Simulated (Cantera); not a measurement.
An isothermal, constant-pressure homogeneous reactor starts with CH4 : H2 = 9.9 : 1.4 (molar parts), at 1848 K and 920 Pa.

Detailed kinetics in Cantera: GRI-Mech 3.0 (53 species, 325 reactions). GRI-Mech 3.0 stops at C3 and has no aromatics, soot or wall deposition, so with more carbon than oxygen in the feed, carbon stays in small species such as C2H2 where larger ones or solid carbon would form. Radical loss at walls, strong at low pressure, is not modelled.

**Question.** Predict: x(CH4) at 5.00 s; x(H2) at 5.00 s; x(H) at 5.00 s; x(C2H4) at 5.00 s; x(CH2) at 5.00 s.

**Answer.** 
```json
{
  "x(CH4) at 5.00 s": "0.000205 (gas-phase equilibrium 0.000120)",
  "x(H2) at 5.00 s": "0.762 (gas-phase equilibrium 0.762)",
  "x(H) at 5.00 s": "0.00486 (gas-phase equilibrium 0.00486)",
  "x(C2H4) at 5.00 s": "2.75e-5 (gas-phase equilibrium 2.74e-5)",
  "x(CH2) at 5.00 s": "1.94e-7 (gas-phase equilibrium 1.15e-7)"
}
```
